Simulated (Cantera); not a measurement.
Calcination and drying: Ca(OH)2 + CO2 + H2 + H2O

Input: 1 mol Ca(OH)2, 0.076 mol CO2, a varied amount of H2, 0.26 mol H2O, held at 1423 K and 1 atm.

These are equilibrium values from Cantera (NASA tables, ideal gas, pure condensed phases), not measurements of a reactor. Candidate condensed phases: C, C6H6, C7H8, C8H18, Ca, CaCO3, CaO, Ca(OH)2, H2O; 115 gas species. Rates play no part.

```tsv
n(H2) (mol)	log p H2O	log p H2	log p CO2	log p CO	log p H	log p OH	n CaO(s)
0.088	-0.04	-1.25	-1.32	-2.18	-5.80	-6.26	1.00
0.15	-0.06	-1.04	-1.38	-2.00	-5.70	-6.38	1.00
0.24	-0.08	-0.85	-1.45	-1.87	-5.60	-6.50	1.00
0.4	-0.12	-0.67	-1.57	-1.76	-5.51	-6.63	1.00
0.65	-0.18	-0.51	-1.73	-1.70	-5.43	-6.77	1.00
1.1	-0.26	-0.36	-1.95	-1.69	-5.36	-6.93	1.00
1.8	-0.37	-0.25	-2.21	-1.73	-5.30	-7.09	1.00
2.9	-0.50	-0.17	-2.51	-1.82	-5.26	-7.26	1.00
4.9	-0.67	-0.11	-2.87	-1.96	-5.23	-7.45	1.00
8	-0.84	-0.07	-3.25	-2.11	-5.21	-7.65	1.00
```
log p: log10 of the partial pressure in bar; n: condensed amount in mol.

From 0.088 mol H2 to 8 mol H2 the condensed part is CaO(s). The main Ca-bearing gas is Ca(OH)2 throughout.
